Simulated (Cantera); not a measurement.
# Adiabatic ignition

An adiabatic, constant-volume homogeneous reactor starts with 35.3 % CO, 1.94 % H₂, 4.23 % CH₄, 12.3 % O₂, 46.2 % N₂, equivalence ratio 2.2, at 1373 K and 5.00 bar.

Detailed kinetics in Cantera: GRI-Mech 3.0 (53 species, 325 reactions).

| t (s) | T (K) | P (bar) | x CO | x H₂ | x CH₄ | x CH₂ | x C₂H |
|---|---|---|---|---|---|---|---|
| 1.00e-6 | 1373 | 5.00 | 0.353 | 0.0194 | 0.0423 | <1e-12 | <1e-12 |
| 3.30e-6 | 1373 | 5.00 | 0.353 | 0.0194 | 0.0423 | <1e-12 | <1e-12 |
| 1.09e-5 | 1373 | 5.00 | 0.353 | 0.0194 | 0.0423 | 1.07e-11 | <1e-12 |
| 3.58e-5 | 1374 | 5.00 | 0.353 | 0.0194 | 0.0422 | 1.69e-9 | <1e-12 |
| 0.000118 | 1420 | 5.16 | 0.351 | 0.0195 | 0.0385 | 3.54e-8 | 2.02e-12 |
| 0.000389 | 2973 | 10.5 | 0.286 | 0.0245 | 3.82e-12 | 1.03e-11 | <1e-12 |
| 0.00128 | 2971 | 10.5 | 0.286 | 0.0246 | 3.87e-12 | 1.03e-11 | <1e-12 |
| 0.00423 | 2971 | 10.5 | 0.286 | 0.0246 | 3.87e-12 | 1.03e-11 | <1e-12 |
| 0.0140 | 2971 | 10.5 | 0.286 | 0.0246 | 3.87e-12 | 1.03e-11 | <1e-12 |
| 0.0460 | 2971 | 10.5 | 0.286 | 0.0246 | 3.87e-12 | 1.03e-11 | <1e-12 |
| 0.152 | 2971 | 10.5 | 0.286 | 0.0246 | 3.87e-12 | 1.03e-11 | <1e-12 |
| 0.500 | 2971 | 10.5 | 0.286 | 0.0246 | 3.87e-12 | 1.03e-11 | <1e-12 |
x: mole fraction; the columns are a selection and need not sum to one.

```json
{
  "time_of_steepest_temperature_rise": "0.179 ms",
  "temperature at 0.500 s": "2971 K",
  "equilibrium_temperature": "2971 K",
  "x(CO) at 0.500 s": "0.286 (gas-phase equilibrium 0.286)",
  "x(H₂) at 0.500 s": "0.0246 (gas-phase equilibrium 0.0246)",
  "x(CH₄) at 0.500 s": "3.87e-12 (gas-phase equilibrium 4.55e-12)"
}
```
